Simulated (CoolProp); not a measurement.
R11 at several states: Z from the reference equation and from simpler models built on Tc = 471.1 K, pc = 44.08 bar, ω = 0.189; each cubic takes its own stable root.

Values from CoolProp's reference Helmholtz-energy equation of state, Jacobsen 1992.

| T (K) | p (bar) | phase | reference |
|---|---|---|---|
| 486.3 | 2.41 | gas | 0.9833 |
| 438.1 | 7.47 | gas | 0.9233 |
| 336.6 | 5 | liquid | 0.01778 |

Q: How far does each simpler model (van der Waals, Peng-Robinson) lie from the reference over these 3 states: mean and median of the absolute difference, and the worst?

A: 
- van der Waals: mean 1692.4 %, median 1.5 %, worst +5075.5 % at 336.6 K and 5 bar
- Peng-Robinson: mean 2.3 %, median 0.8 %, worst -6.0 % at 336.6 K and 5 bar

At some of these states van der Waals gives the other phase, because its saturation line lies elsewhere.
